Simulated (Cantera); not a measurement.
A closed system holds: 1 mol Si₂Cl₆, 0.02 mol Cl₂, 57 mol H₂, at 900 °C and 0.100 bar.

These are equilibrium values from Cantera (NASA tables, ideal gas, pure condensed phases), not measurements of a reactor. Candidate condensed phases: Si; 19 gas species. The feed counts by its element totals alone. The tables' values for SiCl₃ are old estimates; treat these amounts as uncertain. Rates play no part.

Base state: H₂ 0.941, HCl 0.0394, SiCl₄ 0.00866, SiHCl₃ 0.00483, SiCl₂ 0.00374, SiCl₃ 0.00181, SiH₂Cl₂ 0.000344 (mole fractions); condensed: Si(s).

Task: What changes in the equilibrium state with this change: Si₂Cl₆ replaced by SiH₂Cl₂?

Result: 
| species | before | after |
|---|---|---|
| H₂ | 0.941 | 0.973 |
| HCl | 0.0394 | 0.0235 |
| SiCl₂ | 0.00374 | 0.00130 |
| SiCl₄ | 0.00866 | 0.00104 |
| SiCl₃ | 0.00181 | 0.000369 |
| SiHCl₃ | 0.00483 | 0.000999 |
| Si(s), mol | 0.853 | 0.774 |
